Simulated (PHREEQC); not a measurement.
1 kg of water holding 0.2 mol KCl meets 20 L of dry gas (CO2 0.71, H2 0.29 by moles) at fixed total pressure, at 60 °C; fugacities by Peng-Robinson. The gases take part in no redox reaction, some water evaporates into the gas, and hydrates or a liquid gas phase aren't modelled. No solid was allowed to form.

Model: ion-association model, phreeqc.dat, run in PHREEQC.

| P (atm) | dissolved CO2 (all carbonate carbon) (mol/kgw) | φ of CO2 | p of CO2 (atm) |
|---|---|---|---|
| 2 | 0.0200 | 0.993 | 1.27 |
| 5 | 0.0524 | 0.982 | 3.39 |
| 10 | … | … | 6.91 |
| 20 | … | 0.928 | 14.0 |
| 30 | 0.293 | … | 21.0 |
| 40 | 0.374 | 0.862 | 28.1 |
| 50 | … | 0.830 | 35.2 |
| 75 | 0.601 | 0.756 | 52.8 |
| 100 | 0.715 | 0.690 | 70.5 |
| 150 | 0.854 | 0.579 | 106 |
| 200 | 0.924 | … | 141 |
| 300 | … | 0.406 | 212 |
| 400 | 1.04 | 0.362 | 282 |

**Question.** Some entries are withheld; supply them.

**Answer.** 
- 10, dissolved CO2 (all carbonate carbon) (mol/kgw): 0.105
- 10, φ of CO2: 0.964
- 20, dissolved CO2 (all carbonate carbon) (mol/kgw): 0.203
- 30, φ of CO2: 0.894
- 50, dissolved CO2 (all carbonate carbon) (mol/kgw): 0.448
- 200, φ of CO2: 0.499
- 300, dissolved CO2 (all carbonate carbon) (mol/kgw): 0.995

Species that the database lacks are ignored. Constants without temperature data keep their 25 °C values here.
